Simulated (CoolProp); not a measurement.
Model: reference Helmholtz-energy equation of state, Gao 2022, in CoolProp.

**Question.** Give the vapour pressure (bar), vapour density (kg/m³), enthalpy of vaporisation (kJ/kg) of saturated n-perfluorohexane at 328.3, 366.4, 379.1 K.

**Answer.** 
| T (K) | p (bar) | vapour density (kg/m³) | enthalpy of vaporisation (kJ/kg) |
|---|---|---|---|
| 328.3 | 0.947 | 12.5 | 85.0 |
| 366.4 | 2.98 | 38.4 | 73.1 |
| 379.1 | 4.12 | 53.6 | 68.5 |
